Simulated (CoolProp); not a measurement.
Hexamethyldisiloxane (MM) at several states: Z from the reference equation and from simpler models built on Tc = 518.7 K, pc = 19.31 bar, ω = 0.418; each cubic takes its own stable root.

Values from CoolProp's reference Helmholtz-energy equation of state, Thol 2016.

```csv
T (K),p (bar),phase,reference,van der Waals,Redlich-Kwong,Soave-Redlich-Kwong
357.5,20.8,liquid,0.1625,0.2626,0.1829,0.1729
412.7,7.38,liquid,0.05572,0.09264,0.06502,0.06022
384.1,16.2,liquid,0.1235,0.1999,0.1403,0.1317
346,0.202,gas,0.9839,0.9920,0.9890,0.9867
```
